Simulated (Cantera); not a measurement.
Cantera run, input and output.

```python
import numpy as np
import cantera as ct

gas = ct.Solution("h2o2.yaml")
gas.TPX = 1375, 2666, {'H2': 0.21, 'O2': 1}
reactor = ct.IdealGasConstPressureReactor(gas, energy="off", clone=False)
net = ct.ReactorNet([reactor])
net.rtol, net.atol = 1e-08, 1e-18
show = ['H2', 'O2', 'HO2', 'OH', 'O', 'H2O2', 'H2O']
times = np.geomspace(0.0008, 200, 14)

steps = ct.SolutionArray(gas, extra=["t"])
rows = []
print(f"{'t/s':>10s}{'T/K':>9s}{'P/Pa':>11s}" + "".join(f"{s:>11s}" for s in show))
for t in times:
    while net.time < t:
        t_next = net.step()
        steps.append(gas.state, t=t_next)
    rows.append([np.interp(t, steps.t, y) for y in (steps.T, steps.P, *steps(*show).X.T)])
    print(f"{t:10.3e}{rows[-1][0]:9.1f}{rows[-1][1]:11.4g}" + "".join(f"{x:11.3e}" for x in rows[-1][2:]))
rate = np.gradient(steps.T, steps.t)
print("integrator steps:", len(steps.t))
if steps.T.max() > steps.T[0] + 200:
    print(f"time of steepest temperature rise: {steps.t[rate.argmax()]:.4e} s")
gas.TPX = 1375, 2666, {'H2': 0.21, 'O2': 1}
gas.equilibrate("TP")
print(f"equilibrium (TP): T = {gas.T:.1f} K  " + "  ".join(f"{s} {gas[s].X[0]:.3e}" for s in show))
```

It prints:

```
       t/s      T/K       P/Pa         H2         O2        HO2         OH          O       H2O2        H2O
 8.000e-04   1375.0       2666  7.501e-03  7.175e-01  1.059e-05  1.474e-02  7.857e-02  3.839e-07  1.387e-01
 2.081e-03   1375.0       2666  6.336e-03  7.359e-01  1.086e-05  1.370e-02  6.324e-02  4.026e-07  1.495e-01
 5.414e-03   1375.0       2666  3.894e-03  7.677e-01  1.060e-05  1.095e-02  3.623e-02  4.026e-07  1.675e-01
 1.409e-02   1375.0       2666  1.230e-03  7.966e-01  7.569e-06  6.241e-03  1.090e-02  2.947e-07  1.828e-01
 3.664e-02   1375.0       2666  2.167e-04  8.070e-01  2.854e-06  2.635e-03  1.895e-03  1.372e-07  1.881e-01
 9.533e-02   1375.0       2666  3.671e-05  8.092e-01  7.250e-07  1.090e-03  3.212e-04  5.251e-08  1.894e-01
 2.480e-01   1375.0       2666  7.755e-06  8.097e-01  2.059e-07  5.029e-04  6.819e-05  1.977e-08  1.898e-01
 6.452e-01   1375.0       2666  2.051e-06  8.098e-01  1.000e-07  2.593e-04  1.812e-05  7.777e-09  1.899e-01
 1.678e+00   1375.0       2666  7.020e-07  8.099e-01  9.730e-08  1.520e-04  6.223e-06  3.673e-09  1.900e-01
 4.366e+00   1375.0       2666  4.171e-07  8.099e-01  1.109e-07  1.172e-04  3.700e-06  2.701e-09  1.900e-01
 1.136e+01   1375.0       2666  3.981e-07  8.099e-01  1.125e-07  1.145e-04  3.531e-06  2.637e-09  1.900e-01
 2.955e+01   1375.0       2666  3.981e-07  8.099e-01  1.125e-07  1.145e-04  3.531e-06  2.637e-09  1.900e-01
 7.688e+01   1375.0       2666  3.981e-07  8.099e-01  1.125e-07  1.145e-04  3.531e-06  2.637e-09  1.900e-01
 2.000e+02   1375.0       2666  3.981e-07  8.099e-01  1.125e-07  1.145e-04  3.531e-06  2.637e-09  1.900e-01
integrator steps: 1945
equilibrium (TP): T = 1375.0 K  H2 3.981e-07  O2 8.099e-01  HO2 1.125e-07  OH 1.145e-04  O 3.531e-06  H2O2 2.637e-09  H2O 1.900e-01
```

Model: the H2/O2 subset of GRI-Mech 3.0, which has no nitrogen chemistry, integrated in Cantera. Radical loss at walls, strong at low pressure, is not modelled. The temperature is held fixed by assumption; the heat of reaction is taken as removed at once.
